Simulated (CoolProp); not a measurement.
A simple Rankine cycle with ethanol: condensing at 330.15 K, boiler at 4.71 MPa, turbine inlet 513.1 K, turbine efficiency 0.6, pump efficiency 0.8, no recuperator. Each further row changes one setting.

Model: reference Helmholtz-energy equation of state, Schroeder 2014, in CoolProp.

```
case                             thermal efficiency (%)  net work (kJ/kg)  heat in (kJ/kg)  turbine exit temperature (K)  volume ratio over the turbine
-------------------------------  ----------------------  ----------------  ---------------  ----------------------------  -----------------------------
as stated                                          15.5               165             1070                         343.7                            111
turbine inlet 533.1 K                              15.9               182             1140                         378.9                            106
condensing temperature 322.15 K                    16.2               177             1090                         335.5                            159
boiler pressure 3.3 MPa                            15.1        (withheld)             1130                         376.7                           72.7
turbine efficiency 0.5                             12.8        (withheld)             1070                         361.2                     (withheld)
```

Task: Some entries are withheld; supply them.

Result: 
- boiler pressure 3.3 MPa, net work (kJ/kg): 170
- turbine efficiency 0.5, net work (kJ/kg): 136
- turbine efficiency 0.5, volume ratio over the turbine: 117
